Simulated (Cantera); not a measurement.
Charge: 1 mol CS₂, 0.066 mol H₂, equilibrated at 1975 °C and 0.133 bar.

Equilibrium computed with Cantera from the NASA thermochemical tables; the gas is ideal and each condensed phase is pure. Candidate condensed phases: C, C₆H₆, C₇H₈, C₈H₁₈, S; 83 gas species. The numbers say what is thermodynamically allowed, not how fast it happens.

Base state: CS₂ 0.438, CS 0.335, S₂ 0.155, H₂ 0.0422, S 0.0146, SH 0.00942, H 0.00413, H₂S 0.00196 (mole fractions); condensed: gas only.

What changes in the equilibrium state with this change: CS₂ replaced by PH₃?


| species | before | after |
|---|---|---|
| H₂ | 0.0422 | 0.741 |
| P₂ | 0 | 0.238 |
| H | 0.00413 | 0.0173 |
| CS₂ | 0.438 | 0 |
| CS | 0.335 | 0 |
| S₂ | 0.155 | 0 |
| S | 0.0146 | 0 |
| SH | 0.00942 | 0 |
| P | 0 | 0.00288 |
| H₂S | 0.00196 | 0 |
| PH | 0 | 0.000748 |
Further candidate phases: P.
